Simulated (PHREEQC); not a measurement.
1 kg of water holding 0.027 mol/kgw Na2SO4, 0.012 mol/kgw NaCl and 0.014 mol/kgw Na2B4O7 is evaporated at 25 °C; the solids stay in contact with the brine. CO2 from the air is kept out. Solids allowed: Halite, Mirabilite, Thenardite, Borax, Boric_acid,s, NaBO2:4H2O, NaB5O8:5H2O, Teepleite. Others were left out.

All values are PHREEQC results (Pitzer model, pitzer.dat), not measurements.

```tsv
water left (kg)	ionic strength	water activity	Mirabilite (mol)	Thenardite (mol)	Borax (mol)	Cl in solution (mol/kgw)
1	0.121	0.997	0	0	0	0.0120
0.5553	0.219	0.995	0	0	0	0.0216
0.2537	0.489	0.990	0	0	0	0.0473
0.1413	0.893	0.984	0	0	0	0.0849
0.06386	1.65	0.974	0	0	0.00885	0.188
0.03506	2.82	0.958	0	0	0.0115	0.342
0.01909	5.03	0.927	0	0	0.0127	0.629
0.004595	7.21	0.840	0.0202	0	0.0137	2.61
0.003625	8.01	0.805	0.00321	0.0183	0.0138	3.31
```

Borax from water left = 0.1159 kg (pH 9.09); Mirabilite from water left = 0.01107 kg (pH 8.71); Thenardite from water left = 0.003625 kg (pH 8.46).

Species that the database lacks are ignored.
